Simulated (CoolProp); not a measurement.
Properties of chlorine along the isotherm 384.5 K.

Computed with CoolProp (reference Helmholtz-energy equation of state, Thol 2021).

| p (bar) | phase | density (kg/m³) | cp (kJ/(kg K)) | cv (kJ/(kg K)) | isothermal compressibility (1/MPa) | expansivity (1/kK) |
|---|---|---|---|---|---|---|
| 14.3 | gas | 34.58 | 0.5801 | 0.4087 | 0.7675 | 3.439 |
| 28.6 | gas | 77.55 | 0.7308 | 0.4491 | 0.4453 | 5.030 |
| 42.9 | gas | 139.5 | 1.141 | 0.5106 | 0.4106 | 9.693 |
| 57.1 | liquid | 1066 | 1.366 | 0.5019 | 0.01455 | 5.904 |
| 71.4 | liquid | 1086 | 1.277 | 0.4952 | 0.01163 | 5.068 |
| 85.7 | liquid | 1103 | 1.218 | 0.4903 | 0.009784 | 4.518 |
| 100 | liquid | 1117 | 1.174 | 0.4864 | 0.008498 | 4.120 |
| 114 | liquid | 1130 | 1.141 | 0.4834 | 0.007560 | 3.821 |
| 129 | liquid | 1142 | 1.112 | 0.4808 | 0.006783 | 3.566 |
| 143 | liquid | 1153 | 1.090 | 0.4788 | 0.006204 | 3.370 |
| 157 | liquid | 1162 | 1.071 | 0.4771 | 0.005725 | 3.205 |
| 171 | liquid | 1171 | 1.054 | 0.4756 | 0.005323 | 3.063 |
| 186 | liquid | 1180 | 1.039 | 0.4743 | 0.004957 | 2.931 |
| 200 | liquid | 1188 | 1.026 | 0.4733 | 0.004662 | 2.822 |
